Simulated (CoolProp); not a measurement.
Propylene at several states: Z from the reference equation and from simpler models built on Tc = 364.2 K, pc = 45.55 bar, ω = 0.146; each cubic takes its own stable root.

Computed with CoolProp (reference Helmholtz-energy equation of state, Lemmon 2013).

| T (K) | p (bar) | phase | reference |
|---|---|---|---|
| 519 | 247 | supercritical | 0.8283 |
| 367.9 | 34.8 | gas | 0.6745 |
| 166.9 | 31.2 | liquid | 0.1390 |
| 169.8 | 0.793 | liquid | 0.003499 |

Problem. How far does each simpler model (van der Waals, Soave-Redlich-Kwong, Peng-Robinson) lie from the reference over these 4 states: mean and median of the absolute difference, and the worst?

Solution. 
- van der Waals: mean 32.7 %, median 33.1 %, worst +59.8 % at 169.8 K and 0.793 bar
- Soave-Redlich-Kwong: mean 5.6 %, median 7.0 %, worst +7.5 % at 519 K and 247 bar
- Peng-Robinson: mean 3.1 %, median 3.8 %, worst -4.8 % at 169.8 K and 0.793 bar
